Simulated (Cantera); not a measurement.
A diamond (100) surface in a fixed gas of H2 with x(CH4) = 0.0041, x(CH3) = 0.0012, at 1048 K, 2600 Pa; coverages are run to steady state.

Model: the Harris–Goodwin 1993 mechanism for the reconstructed diamond (100) surface, integrated in Cantera.

θ: site fractions in the mechanism's names (c6HH fully hydrogenated, c6H* and c6*H radical sites, c6** diradical, c6HM methylated).

```tsv
x(H)	growth (µm/h)	θ c6HH	θ c6H*	θ c6*H	θ c6**	θ c6HM
0.0001	___	0.442	0.0142	0.255	0.00166	0.195
0.0002	___	0.418	0.0149	0.268	0.00291	0.202
0.0004	___	0.412	0.0156	0.280	0.00458	0.197
0.00081	___	0.422	0.0165	0.297	0.00654	0.177
0.0016	___	0.446	0.0178	0.320	0.00846	0.143
0.0032	___	0.477	0.0193	0.347	0.0102	0.101
0.0065	___	0.506	0.0206	0.371	0.0116	0.0629
0.013	17.6	0.527	0.0216	0.388	0.0125	0.0359
0.026	19.0	0.539	0.0222	0.398	0.0130	0.0193
```

**Question.** Fill in the missing entries.

**Answer.** 
- 0.0001, growth (µm/h): 0.786
- 0.0002, growth (µm/h): 1.61
- 0.0004, growth (µm/h): 3.09
- 0.00081, growth (µm/h): 5.55
- 0.0016, growth (µm/h): 8.77
- 0.0032, growth (µm/h): 12.3
- 0.0065, growth (µm/h): 15.5
